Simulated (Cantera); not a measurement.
A closed system holds: 1 mol TEOS, 0.79 mol O₂, at 0.350 bar.

These are equilibrium values from Cantera (NASA tables, ideal gas, pure condensed phases), not measurements of a reactor. Candidate condensed phases: C, C₆H₆, C₇H₈, C₈H₁₈, H₂O, Si, SiC, SiO₂; 123 gas species. The feed counts by its element totals alone. The tables hold silica as quartz up to 1696 K and as liquid above; real silica turns to tridymite and cristobalite and melts near 1996 K. Equilibrium is a limit: real reactors are often held back by kinetics, nucleation or transport.

x: gas mole fraction; n: condensed amount in mol.

| T (K) | x H₂ | x CO | x H₂O | x CH₄ | x CO₂ | x H | n C(graphite) | n SiO₂(β-quartz) |
|---|---|---|---|---|---|---|---|---|
| 1048 | 0.723 | 0.249 | 0.0118 | 0.0107 | 0.00483 | ? | 4.50 | 1.00 |
| 1098 | 0.728 | 0.257 | 0.00602 | 0.00677 | 0.00212 | ? | 4.44 | 1.00 |
| 1148 | 0.731 | 0.261 | 0.00321 | 0.00445 | 0.000968 | ? | 4.42 | 1.00 |
| 1198 | 0.732 | 0.262 | 0.00178 | 0.00301 | 0.000468 | ? | 4.41 | 1.00 |
| 1248 | 0.734 | 0.263 | 0.00104 | 0.00210 | 0.000239 | ? | 4.41 | 1.00 |
| 1298 | 0.734 | 0.263 | 0.000629 | 0.00150 | 0.000129 | ? | 4.41 | 1.00 |
| 1348 | 0.735 | 0.263 | 0.000395 | 0.00110 | 7.24e-5 | ? | 4.41 | 1.000 |

Q: Some entries are withheld; supply them.

A: 
- 1048, x H: 1.11e-8
- 1098, x H: 3.57e-8
- 1148, x H: 1.04e-7
- 1198, x H: 2.75e-7
- 1248, x H: 6.76e-7
- 1298, x H: 1.55e-6
- 1348, x H: 3.35e-6
